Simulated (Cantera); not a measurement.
Input: 1 mol Si3N4, 7.1 mol F2, 43 mol N2, at 1100 K and 0.0210 Torr.

Cantera equilibrium calculation (NASA polynomials, part measured and part estimated; ideal gas, pure solids and liquids). Candidate condensed phases: Si, Si3N4; 16 gas species. Equilibrium is a limit: real reactors are often held back by kinetics, nucleation or transport.

Problem. What is the equilibrium state?

Solution. 
```
Item                                 Result
--------------------------------  ---------
x(N2)                                 0.896
x(SiF4)                              0.0598
x(F)                                 0.0438
gas amount                        50.20 mol
log10 activity of Si(s) (absent)     -53.78
```
